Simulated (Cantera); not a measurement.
Feed: 1 mol CH3SiCl3, 0.72 mol C2H2, 26 mol H2, held at 1525 °C and 1700 Pa.

Method: chemical equilibrium by Gibbs-energy minimisation in Cantera with the NASA 1993 tables (ideal gas, pure condensed phases). Candidate condensed phases: C, C6H6, C7H8, C8H18, Si, SiC; 109 gas species. The feed counts by its element totals alone. Equilibrium is a limit: real reactors are often held back by kinetics, nucleation or transport.

Base state: H2 0.897, HCl 0.0989, H 0.00256, SiCl2 0.000808, Cl 0.000216, C2H2 (acetylene) 0.000155, CH4 1.06e-5 (mole fractions); condensed: C(graphite) + SiC(s).

Q: What changes in the equilibrium state with this change: CH3SiCl3 replaced by CH3SiH3?

A: 
```tsv
species	before	after
H2	0.897	0.997
H	0.00256	0.00270
C2H2 (acetylene)	0.000155	0.000172
HCl	0.0989	0
SiCl2	0.000808	0
Cl	0.000216	0
CH4	1.06e-5	1.31e-5
C(graphite), mol	1.45	1.43
SiC(s), mol	0.975	1.000
```

Q: What changes in the equilibrium state with this change: temperature from 1525 °C to 727 °C?

A: 
```json
[
 {"species": "H2", "before": "0.897", "after": "0.905"},
 {"species": "HCl", "before": "0.0989", "after": "0.0906"},
 {"species": "SiCl4", "before": "6.28e-8", "after": "0.00254"},
 {"species": "H", "before": "0.00256", "after": "1.66e-8"},
 {"species": "C2H2 (acetylene)", "before": "0.000155", "after": "1.03e-9"},
 {"species": "Cl", "before": "0.000216", "after": "1.54e-9"},
 {"species": "SiHCl3", "before": "1.42e-7", "after": "0.000179"},
 {"species": "C(graphite), mol", "before": "1.45", "after": "1.48"},
 {"species": "SiC(s), mol", "before": "0.975", "after": "0.919"}
]
```
The tables' values for SiCl3 are old estimates; treat these amounts as uncertain.

Q: What changes in the equilibrium state with this change: temperature from 1525 °C to 1952 °C?

A: 
| species | before | after |
|---|---|---|
| H2 | 0.897 | 0.852 |
| HCl | 0.0989 | 0.0899 |
| H | 0.00256 | 0.0458 |
| Si | 4.34e-6 | 0.00319 |
| SiC2 | 6.26e-8 | 0.000337 |
| Si2C | 4.57e-8 | 0.000204 |
| C(graphite), mol | 1.45 | 1.46 |
| SiC(s), mol | 0.975 | 0.796 |
The tables' values for SiCl are old estimates; treat these amounts as uncertain. Gases not in the tables: Si2H6 and higher silanes.
